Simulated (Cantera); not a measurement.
Input (Python, Cantera) and output of one run.

```python
import numpy as np
import cantera as ct

gas_names = """
    AL ALN ALO ALO2 AL2 AL2O AL2O2 N NO NO2 NO3 N2 N2O O O2 O3
""".split()
cond_names = """
    AL(cr) AL(L) ALN(s) AL2O3(a) AL2O3(L)
""".split()


# ... load() reads the species with a 1 bar reference pressure and builds the phases ...
atoms = {
    'Al2O3': {'AL': 2, 'O': 3},
    'N2': {'N': 2},
}
top_T = {'ALN(s)': 2750}  # K; cautious upper limits of use, not melting points


# ... equilibrate(T, P, feed) seeds the gas with the atoms and calls Mixture.equilibrate('TP', solver="vcs", rtol=1e-11, max_steps=5000) ...
results = []
feed = {'Al2O3': 1, 'N2': 0.11}  # mol
T = 1850  # K
P = 33  # Pa
mix = equilibrate(T, P, feed)
results.append((T, P, feed, dict(zip(mix.species_names, mix.species_moles))))
print(gas.report(threshold=1e-06))
for i in range(1, mix.n_phases):
    print(f"{mix.phase(i).name:16s} {mix.phase_moles(i):12.5e} mol")
```

Result:

```
       temperature   1850 K
          pressure   33 Pa
           density   6.0101e-05 kg/m^3
  mean mol. weight   28.014 kg/kmol
   phase of matter   gas

                          1 kg             1 kmol
                     ---------------   ---------------
          enthalpy        1.8103e+06        5.0713e+07  J
   internal energy        1.2612e+06        3.5331e+07  J
           entropy             11277         3.159e+05  J/K
    Gibbs function       -1.9051e+07        -5.337e+08  J
 heat capacity c_p            1274.6             35707  J/K
 heat capacity c_v             977.8             27392  J/K

                      mass frac. Y      mole frac. X     chem. pot. / RT
                     ---------------   ---------------   ---------------
                AL        1.1576e-06        1.2019e-06           -22.496
                N2                 1                 1           -34.697
     [  +14 minor]        1.7684e-06         1.998e-06

AL(L)             0.00000e+00 mol
ALN(s)            0.00000e+00 mol
AL2O3(a)          1.00000e+00 mol
```

Equilibrium computed with Cantera from the NASA thermochemical tables; the gas is ideal and each condensed phase is pure.
